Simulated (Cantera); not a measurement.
An isothermal, constant-pressure homogeneous reactor starts with 15.9 % H2, 22.7 % O2, 61.4 % N2, equivalence ratio 0.35, at 1198 K and 0.120 bar.

Detailed kinetics in Cantera: the H2/O2 subset of GRI-Mech 3.0, which has no nitrogen chemistry. The temperature is held fixed by assumption; the heat of reaction is taken as removed at once.

x: mole fraction; the columns are a selection and need not sum to one.

```tsv
t (s)	x H2	x O2	x HO2	x OH	x H2O2	x H2O
1.00e-5	0.159	0.227	2.90e-9	3.29e-10	1.64e-12	5.49e-10
6.69e-5	0.159	0.227	2.21e-8	2.15e-8	7.71e-11	1.53e-7
0.000447	0.0140	0.158	1.73e-5	0.00568	1.13e-6	0.118
0.00299	(withheld)	0.160	(withheld)	(withheld)	1.17e-6	0.171
0.0200	1.09e-5	0.160	6.60e-7	0.000148	1.35e-7	0.173
0.134	(withheld)	0.160	(withheld)	(withheld)	(withheld)	0.173
0.894	7.27e-8	0.160	9.62e-9	1.36e-5	2.49e-9	0.173
5.98	1.70e-8	0.160	8.10e-9	6.47e-6	6.28e-10	0.173
40.0	1.53e-8	0.160	8.29e-9	6.10e-6	5.64e-10	0.173
```

Some entries are withheld; supply them.


- 0.00299, x H2: 0.000665
- 0.00299, x HO2: 1.16e-5
- 0.00299, x OH: 0.00110
- 0.134, x H2: 6.39e-7
- 0.134, x HO2: 5.26e-8
- 0.134, x OH: 3.91e-5
- 0.134, x H2O2: 1.69e-8
